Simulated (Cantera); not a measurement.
Input (Python, Cantera) and output of one run.

```python
import numpy as np
import cantera as ct

gas_names = """
    Cu CuF CuF2 CuO Cu2 F FO FO2 F2 F2O H HF HNO HNO2 HNO3 HOF HO2 H2 H2F2 H2O H2O2 H3F3 H4F4 H5F5 H6F6
    H7F7 N NF NF2 NF3 NH NH2 NH3 NH2OH NO NO2 NO3 N2 N2H2 N2H4 N2O O OH O2 O3
""".split()
cond_names = """
    Cu(cr) Cu(L) CuF2(s) CuF2(L) CuO(s) CuO2H2(s) Cu2O(s) Cu2O(L) H2O(s) H2O(L)
""".split()


def load(file, names, dense=False):
    # The tables refer to 1 bar. Condensed volumes are neglected.
    table = {s.name: s for s in ct.Species.list_from_file(file)}
    out = []
    for n in names:
        d = dict(table[n].input_data)
        d["thermo"] = dict(d["thermo"], **{"reference-pressure": 1e5})
        if dense:
            d["equation-of-state"] = {"model": "constant-volume", "density": "1e6 g/cm^3"}
        out.append(ct.Species.from_dict(d))
    return out


gas = ct.Solution(thermo="ideal-gas", species=load("nasa_gas.yaml", gas_names))
cond = {s.name: ct.Solution(thermo="fixed-stoichiometry", species=[s], name=s.name)
        for s in load("nasa_condensed.yaml", cond_names, dense=True)}
atoms = {
    'CuO': {'Cu': 1, 'O': 1},
    'NF3': {'N': 1, 'F': 3},
    'H2': {'H': 2},
}
top_T = {'CuO(s)': 1390}  # K; cautious upper limits of use, not melting points


def equilibrate(T, P, feed):
    n = {}
    for name, mol in feed.items():
        for a, k in atoms[name].items():
            n[a] = n.get(a, 0.0) + k * mol
    gas.TPX = T, P, n
    mass = sum(n.values()) * gas.mean_molecular_weight
    gas.equilibrate("TP")
    valid = [c for c in cond.values() if c.min_temp <= T <= top_T.get(c.name, c.max_temp)]
    mix = ct.Mixture([(gas, mass / gas.mean_molecular_weight)] + [(c, 0.0) for c in valid])
    mix.T, mix.P = T, P
    mix.equilibrate("TP", solver="vcs", rtol=1e-11, max_steps=5000)
    return mix


results = []
feed = {'CuO': 1, 'NF3': 5.8, 'H2': 11}  # mol
T = 1250  # K
P = 1333.22  # Pa
mix = equilibrate(T, P, feed)
results.append((T, P, feed, dict(zip(mix.species_names, mix.species_moles))))
print(gas.report(threshold=0.001))
for i in range(1, mix.n_phases):
    print(f"{mix.phase(i).name:16s} {mix.phase_moles(i):12.5e} mol")
```

Output:

```
       temperature   1250 K
          pressure   1333.2 Pa
           density   0.0025542 kg/m^3
  mean mol. weight   19.911 kg/kmol
   phase of matter   gas

                          1 kg             1 kmol
                     ---------------   ---------------
          enthalpy        -9.625e+06       -1.9165e+08  J
   internal energy       -1.0147e+07       -2.0204e+08  J
           entropy             13037        2.5959e+05  J/K
    Gibbs function       -2.5921e+07       -5.1613e+08  J
 heat capacity c_p            1616.5             32187  J/K
 heat capacity c_v              1199             23873  J/K

                      mass frac. Y      mole frac. X     chem. pot. / RT
                     ---------------   ---------------   ---------------
                HF           0.77357            0.7699           -54.072
                H2         0.0058243          0.057525           -25.261
               H2O          0.040033          0.044247           -56.311
                N2           0.18053           0.12832           -31.841
     [  +41 minor]        3.9698e-05        1.1463e-05

Cu(cr)            9.99768e-01 mol
CuF2(L)           0.00000e+00 mol
CuO(s)            0.00000e+00 mol
CuO2H2(s)         0.00000e+00 mol
Cu2O(s)           0.00000e+00 mol
```

Equilibrium computed with Cantera from the NASA thermochemical tables; the gas is ideal and each condensed phase is pure.
